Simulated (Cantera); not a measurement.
Charge: 1 mol PbO, 0.021 mol O2, 0.15 mol H2, at 1225 K.

These are equilibrium values from Cantera (NASA tables, ideal gas, pure condensed phases), not measurements of a reactor. Candidate condensed phases: H2O, Pb, PbO, PbO2, Pb3O4; 12 gas species. Each liquid is taken as pure. Mutual solubility and eutectic melting of coexisting phases are not modelled. Gases not in the tables: (PbO)n polymers. The numbers say what is thermodynamically allowed, not how fast it happens.

x: gas mole fraction; n: condensed amount in mol.

```csv
P (Pa),x H2O,x PbO,x Pb,x O2,x H2,x OH,x Pb2,n PbO(l),n Pb(l)
10,0.125,0.665,0.170,0.0398,1.33e-6,3.08e-5,1.48e-7,0,0
100,?,?,?,?,?,?,?,0.859,0
1000,0.895,0.0113,0.0935,3.79e-7,0.000308,1.45e-6,4.47e-6,0.890,0.0923
10000,0.989,0.00113,0.00935,3.79e-8,0.000340,4.81e-7,4.47e-7,0.892,0.107
100000,0.999,?,?,?,0.000343,?,?,0.892,0.108
1000000,1.000,1.13e-5,9.35e-5,3.79e-10,0.000344,4.84e-8,4.47e-9,0.892,0.108
```

Q: Fill in the missing entries.

A: 
- 100000, x PbO: 0.000113
- 100000, x Pb: 0.000935
- 100000, x O2: 3.79e-9
- 100000, x OH: 1.53e-7
- 100000, x Pb2: 4.47e-8
- 100, x H2O: 0.516
- 100, x PbO: 0.113
- 100, x Pb: 0.371
- 100, x O2: 2.40e-5
- 100, x H2: 7.04e-5
- 100, x OH: 5.51e-6
- 100, x Pb2: 7.06e-6
